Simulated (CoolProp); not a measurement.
The numbers come from the reference Helmholtz-energy equation of state, Gao 2020 in CoolProp.

Task: For ammonia, give the phase and the cv (kJ/(kg K)), speed of sound (m/s), isothermal compressibility (1/MPa), viscosity (µPa s) at -45.65 °C and 1.55 bar.

Result: 
- -45.65 °C and 1.55 bar: liquid; cv 2.95, speed of sound 1810, isothermal compressibility 0.000654, viscosity 306

Viscosity comes from a separate model (Fenghour 1995).
